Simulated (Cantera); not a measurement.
# SiCl₄ + NH₃ + H₂ (silicon nitride deposition)

Charge: 1 mol SiCl₄, 47 mol NH₃, 14 mol H₂, equilibrated at 5.50 Pa.

These are equilibrium values from Cantera (NASA tables, ideal gas, pure condensed phases), not measurements of a reactor. Candidate condensed phases: NH₄Cl, Si, Si₃N₄; 28 gas species. The tables' values for SiCl, SiN are old estimates; treat these amounts as uncertain. The numbers say what is thermodynamically allowed, not how fast it happens.

```json
[
 {"T (K)": "873", "x H₂": "0.755", "x H": "5.48e-9", "x N₂": "0.209", "x HCl": "0.0366", "x Cl": "2.63e-10", "x Si": "<1e-12", "x SiCl₂": "3.65e-9", "n Si₃N₄(s)": "0.333", "n Si(s)": "0"},
 {"T (K)": "973", "x H₂": "0.755", "x H": "1.27e-7", "x N₂": "0.209", "x HCl": "0.0366", "x Cl": "5.78e-9", "x Si": "<1e-12", "x SiCl₂": "1.57e-7", "n Si₃N₄(s)": "0.333", "n Si(s)": "0"},
 {"T (K)": "1073", "x H₂": "0.755", "x H": "1.64e-6", "x N₂": "0.209", "x HCl": "0.0366", "x Cl": "7.19e-8", "x Si": "<1e-12", "x SiCl₂": "3.34e-6", "n Si₃N₄(s)": "0.333", "n Si(s)": "0"},
 {"T (K)": "1173", "x H₂": "0.755", "x H": "1.38e-5", "x N₂": "0.209", "x HCl": "0.0365", "x Cl": "5.84e-7", "x Si": "9.32e-11", "x SiCl₂": "4.16e-5", "n Si₃N₄(s)": "0.332", "n Si(s)": "0"},
 {"T (K)": "1273", "x H₂": "0.755", "x H": "8.35e-5", "x N₂": "0.209", "x HCl": "0.0359", "x Cl": "3.38e-6", "x Si": "2.49e-8", "x SiCl₂": "0.000335", "n Si₃N₄(s)": "0.321", "n Si(s)": "0"},
 {"T (K)": "1373", "x H₂": "0.755", "x H": "0.000390", "x N₂": "0.210", "x HCl": "0.0331", "x Cl": "1.42e-5", "x Si": "2.92e-6", "x SiCl₂": "0.00172", "n Si₃N₄(s)": "0.270", "n Si(s)": "0"},
 {"T (K)": "1473", "x H₂": "0.752", "x H": "0.00148", "x N₂": "0.213", "x HCl": "0.0292", "x Cl": "4.65e-5", "x Si": "9.95e-5", "x SiCl₂": "0.00355", "n Si₃N₄(s)": "0", "n Si(s)": "0.595"},
 {"T (K)": "1573", "x H₂": "0.749", "x H": "0.00474", "x N₂": "0.213", "x HCl": "0.0286", "x Cl": "0.000144", "x Si": "0.001000", "x SiCl₂": "0.00370", "n Si₃N₄(s)": "0", "n Si(s)": "0.466"},
 {"T (K)": "1673", "x H₂": "0.737", "x H": "0.0132", "x N₂": "0.211", "x HCl": "0.0292", "x Cl": "0.000407", "x Si": "0.00553", "x SiCl₂": "0.00303", "n Si₃N₄(s)": "0", "n Si(s)": "0"},
 {"T (K)": "1773", "x H₂": "0.717", "x H": "0.0325", "x N₂": "0.208", "x HCl": "0.0323", "x Cl": "0.00112", "x Si": "0.00763", "x SiCl₂": "0.000920", "n Si₃N₄(s)": "0", "n Si(s)": "0"},
 {"T (K)": "1873", "x H₂": "0.681", "x H": "0.0718", "x N₂": "0.204", "x HCl": "0.0316", "x Cl": "0.00253", "x Si": "0.00826", "x SiCl₂": "0.000212", "n Si₃N₄(s)": "0", "n Si(s)": "0"},
 {"T (K)": "1973", "x H₂": "0.619", "x H": "0.143", "x N₂": "0.196", "x HCl": "0.0283", "x Cl": "0.00489", "x Si": "0.00818", "x SiCl₂": "4.56e-5", "n Si₃N₄(s)": "0", "n Si(s)": "0"},
 {"T (K)": "2073", "x H₂": "0.521", "x H": "0.256", "x N₂": "0.184", "x HCl": "0.0229", "x Cl": "0.00831", "x Si": "0.00774", "x SiCl₂": "9.48e-6", "n Si₃N₄(s)": "0", "n Si(s)": "0"},
 {"T (K)": "2173", "x H₂": "0.390", "x H": "0.407", "x N₂": "0.167", "x HCl": "0.0162", "x Cl": "0.0123", "x Si": "0.00708", "x SiCl₂": "1.83e-6", "n Si₃N₄(s)": "0", "n Si(s)": "0"}
]
```
x: gas mole fraction; n: condensed amount in mol.

From 873 K to 1373 K the condensed part is Si₃N₄(s). From 1473 K to 1573 K the condensed part is Si(s). From 1673 K to 2173 K nothing is condensed. The main Si-bearing gas is SiCl₄ at 873 K and Si at 2173 K.
